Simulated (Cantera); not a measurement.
Cantera run:

```python
import numpy as np
import cantera as ct

gas_names = """
    B BH BH2 BH3 BN BO BO2 B2 B2O B2O2 B2O3 B3O3H3 H HBO HBO2 HNO HNO2 HNO3 HO2 H2 H2O H2O2 H3B3O6 N NH
    NH2 NH3 NH2OH NO NO2 NO3 N2 N2H2 N2H4 N2O O OH O2 O3
""".split()
cond_names = """
    B(b) B(L) BN(s) B2O3(L) B3O3H3(cr) H2O(s) H2O(L)
""".split()


# ... load() reads the species with a 1 bar reference pressure and builds the phases ...
atoms = {
    'B2O3': {'B': 2, 'O': 3},
    'NH3': {'N': 1, 'H': 3},
    'H2': {'H': 2},
}
top_T = {'BN(s)': 3200}  # K; cautious upper limits of use, not melting points


# ... equilibrate(T, P, feed) seeds the gas with the atoms and calls Mixture.equilibrate('TP', solver="vcs", rtol=1e-11, max_steps=5000) ...
results = []
feed = {'B2O3': 1, 'NH3': 27, 'H2': 16}  # mol
for P in [10, 25, 63, 160, 400, 1000, 2500, 6300, 16000, 40000, 100000]:
    for T in [923, 1023, 1123, 1223, 1323, 1423, 1523, 1623, 1723]:
        mix = equilibrate(T, P, feed)
        results.append((T, P, feed, dict(zip(mix.species_names, mix.species_moles))))

for T, P, feed, n in results:
    print(f"{T:7g} {P:10.4g}  " + (" + ".join(c for c in cond_names if n.get(c, 0) > 1e-12) or "gas only"))
```

Result:

```
    923         10  BN(s) + B2O3(L)
   1023         10  BN(s) + B2O3(L)
   1123         10  BN(s) + B2O3(L)
   1223         10  BN(s) + B2O3(L)
   1323         10  BN(s) + B2O3(L)
   1423         10  gas only
   1523         10  gas only
   1623         10  gas only
   1723         10  gas only
    923         25  BN(s) + B2O3(L)
   1023         25  BN(s) + B2O3(L)
   1123         25  BN(s) + B2O3(L)
   1223         25  BN(s) + B2O3(L)
   1323         25  BN(s) + B2O3(L)
   1423         25  gas only
   1523         25  gas only
   1623         25  gas only
   1723         25  gas only
    923         63  BN(s) + B2O3(L)
   1023         63  BN(s) + B2O3(L)
   1123         63  BN(s) + B2O3(L)
   1223         63  BN(s) + B2O3(L)
   1323         63  BN(s) + B2O3(L)
   1423         63  BN(s)
   1523         63  gas only
   1623         63  gas only
   1723         63  gas only
    923        160  BN(s) + B2O3(L)
   1023        160  BN(s) + B2O3(L)
   1123        160  BN(s) + B2O3(L)
   1223        160  BN(s) + B2O3(L)
   1323        160  BN(s) + B2O3(L)
   1423        160  BN(s) + B2O3(L)
   1523        160  gas only
   1623        160  gas only
   1723        160  gas only
    923        400  BN(s) + B2O3(L)
   1023        400  BN(s) + B2O3(L)
   1123        400  BN(s) + B2O3(L)
   1223        400  BN(s) + B2O3(L)
   1323        400  BN(s) + B2O3(L)
   1423        400  BN(s) + B2O3(L)
   1523        400  gas only
   1623        400  gas only
   1723        400  gas only
    923       1000  BN(s) + B2O3(L)
   1023       1000  BN(s) + B2O3(L)
   1123       1000  BN(s) + B2O3(L)
   1223       1000  BN(s) + B2O3(L)
   1323       1000  BN(s) + B2O3(L)
   1423       1000  BN(s) + B2O3(L)
   1523       1000  BN(s) + B2O3(L)
   1623       1000  gas only
   1723       1000  gas only
    923       2500  BN(s) + B2O3(L)
   1023       2500  BN(s) + B2O3(L)
   1123       2500  BN(s) + B2O3(L)
   1223       2500  BN(s) + B2O3(L)
   1323       2500  BN(s) + B2O3(L)
   1423       2500  BN(s) + B2O3(L)
   1523       2500  BN(s) + B2O3(L)
   1623       2500  gas only
   1723       2500  gas only
    923       6300  BN(s) + B2O3(L)
   1023       6300  BN(s) + B2O3(L)
   1123       6300  BN(s) + B2O3(L)
   1223       6300  BN(s) + B2O3(L)
   1323       6300  BN(s) + B2O3(L)
   1423       6300  BN(s) + B2O3(L)
   1523       6300  BN(s) + B2O3(L)
   1623       6300  BN(s) + B2O3(L)
   1723       6300  gas only
    923    1.6e+04  BN(s) + B2O3(L)
   1023    1.6e+04  BN(s) + B2O3(L)
   1123    1.6e+04  BN(s) + B2O3(L)
   1223    1.6e+04  BN(s) + B2O3(L)
   1323    1.6e+04  BN(s) + B2O3(L)
   1423    1.6e+04  BN(s) + B2O3(L)
   1523    1.6e+04  BN(s) + B2O3(L)
   1623    1.6e+04  BN(s) + B2O3(L)
   1723    1.6e+04  BN(s)
    923      4e+04  BN(s) + B2O3(L)
   1023      4e+04  BN(s) + B2O3(L)
   1123      4e+04  BN(s) + B2O3(L)
   1223      4e+04  BN(s) + B2O3(L)
   1323      4e+04  BN(s) + B2O3(L)
   1423      4e+04  BN(s) + B2O3(L)
   1523      4e+04  BN(s) + B2O3(L)
   1623      4e+04  BN(s) + B2O3(L)
   1723      4e+04  BN(s) + B2O3(L)
    923      1e+05  BN(s) + B2O3(L)
   1023      1e+05  BN(s) + B2O3(L)
   1123      1e+05  BN(s) + B2O3(L)
   1223      1e+05  BN(s) + B2O3(L)
   1323      1e+05  BN(s) + B2O3(L)
   1423      1e+05  BN(s) + B2O3(L)
   1523      1e+05  BN(s) + B2O3(L)
   1623      1e+05  BN(s) + B2O3(L)
   1723      1e+05  BN(s) + B2O3(L)
```

Method: chemical equilibrium by Gibbs-energy minimisation in Cantera with the NASA 1993 tables (ideal gas, pure condensed phases). Mutual solubility and eutectic melting of coexisting phases are not modelled.
